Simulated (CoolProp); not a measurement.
Properties of R407C along the isotherm 411.8 K (Tc = 359.3 K, pc = 46.32 bar, ω = 0.363).

Model: reference Helmholtz-energy equation of state, Lemmon 2003, in CoolProp. It is a pseudo-pure fit of the blend.

```json
[
 {"p (bar)": "0.366", "phase": "gas", "speed of sound (m/s)": "209.4", "Joule-Thomson coefficient (K/MPa)": "7.127", "isothermal compressibility (1/MPa)": "27.37", "expansivity (1/kK)": "2.444", "viscosity (µPa s)": "17.1", "conductivity (mW/(m K))": "21.9"},
 {"p (bar)": "0.57", "phase": "gas", "speed of sound (m/s)": "209.2", "Joule-Thomson coefficient (K/MPa)": "7.130", "isothermal compressibility (1/MPa)": "17.59", "expansivity (1/kK)": "2.453", "viscosity (µPa s)": "17.1", "conductivity (mW/(m K))": "21.9"},
 {"p (bar)": "0.888", "phase": "gas", "speed of sound (m/s)": "209.0", "Joule-Thomson coefficient (K/MPa)": "7.134", "isothermal compressibility (1/MPa)": "11.31", "expansivity (1/kK)": "2.467", "viscosity (µPa s)": "17.1", "conductivity (mW/(m K))": "21.9"},
 {"p (bar)": "1.38", "phase": "gas", "speed of sound (m/s)": "208.6", "Joule-Thomson coefficient (K/MPa)": "7.141", "isothermal compressibility (1/MPa)": "7.295", "expansivity (1/kK)": "2.489", "viscosity (µPa s)": "17.1", "conductivity (mW/(m K))": "21.9"},
 {"p (bar)": "2.15", "phase": "gas", "speed of sound (m/s)": "208.0", "Joule-Thomson coefficient (K/MPa)": "7.153", "isothermal compressibility (1/MPa)": "4.700", "expansivity (1/kK)": "2.524", "viscosity (µPa s)": "17.1", "conductivity (mW/(m K))": "22.0"},
 {"p (bar)": "3.35", "phase": "gas", "speed of sound (m/s)": "207.1", "Joule-Thomson coefficient (K/MPa)": "7.170", "isothermal compressibility (1/MPa)": "3.035", "expansivity (1/kK)": "2.580", "viscosity (µPa s)": "17.1", "conductivity (mW/(m K))": "22.1"},
 {"p (bar)": "5.22", "phase": "gas", "speed of sound (m/s)": "205.6", "Joule-Thomson coefficient (K/MPa)": "7.197", "isothermal compressibility (1/MPa)": "1.966", "expansivity (1/kK)": "2.670", "viscosity (µPa s)": "17.1", "conductivity (mW/(m K))": "22.2"},
 {"p (bar)": "8.13", "phase": "gas", "speed of sound (m/s)": "203.4", "Joule-Thomson coefficient (K/MPa)": "7.240", "isothermal compressibility (1/MPa)": "1.282", "expansivity (1/kK)": "2.817", "viscosity (µPa s)": "17.1", "conductivity (mW/(m K))": "22.4"},
 {"p (bar)": "12.7", "phase": "gas", "speed of sound (m/s)": "199.8", "Joule-Thomson coefficient (K/MPa)": "7.306", "isothermal compressibility (1/MPa)": "0.8417", "expansivity (1/kK)": "3.071", "viscosity (µPa s)": "17.3", "conductivity (mW/(m K))": "22.8"},
 {"p (bar)": "19.7", "phase": "gas", "speed of sound (m/s)": "194.2", "Joule-Thomson coefficient (K/MPa)": "7.405", "isothermal compressibility (1/MPa)": "0.5659", "expansivity (1/kK)": "3.519", "viscosity (µPa s)": "17.6", "conductivity (mW/(m K))": "23.5"},
 {"p (bar)": "30.7", "phase": "gas", "speed of sound (m/s)": "185.2", "Joule-Thomson coefficient (K/MPa)": "7.542", "isothermal compressibility (1/MPa)": "0.3913", "expansivity (1/kK)": "4.417", "viscosity (µPa s)": "18.6", "conductivity (mW/(m K))": "24.7"},
 {"p (bar)": "47.8", "phase": "supercritical", "speed of sound (m/s)": "171.6", "Joule-Thomson coefficient (K/MPa)": "7.625", "isothermal compressibility (1/MPa)": "0.2892", "expansivity (1/kK)": "6.529", "viscosity (µPa s)": "21.2", "conductivity (mW/(m K))": "27.3"},
 {"p (bar)": "74.4", "phase": "supercritical", "speed of sound (m/s)": "157.4", "Joule-Thomson coefficient (K/MPa)": "6.711", "isothermal compressibility (1/MPa)": "0.2291", "expansivity (1/kK)": "12.34", "viscosity (µPa s)": "28.6", "conductivity (mW/(m K))": "34.3"},
 {"p (bar)": "116", "phase": "supercritical", "speed of sound (m/s)": "198.9", "Joule-Thomson coefficient (K/MPa)": "2.842", "isothermal compressibility (1/MPa)": "0.08203", "expansivity (1/kK)": "11.22", "viscosity (µPa s)": "49.7", "conductivity (mW/(m K))": "49.8"}
]
```

Viscosity comes from a separate model (Geller 2000). Thermal conductivity comes from a separate model (Geller 2001).
